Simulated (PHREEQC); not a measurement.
Copper plating or etch bath: speciation

Consider water at 20 °C with 0.0012 mol/kgw CuCl2 and 0.00018 mol/kgw H2SO4. Closed to the air; pH follows from the charge balance.

Computed with PHREEQC (ion-association model, phreeqc.dat).

Precipitation was switched off in this run.

Task: What pH, specific conductance does the model give?

Result: pH 3.48; specific conductance 385 µS/cm.

Task: In which forms is Cu present?

Result: Cu+2 98 %, CuSO4 1.8 % of the Cu.

Complexes and solids missing from the database can't appear.
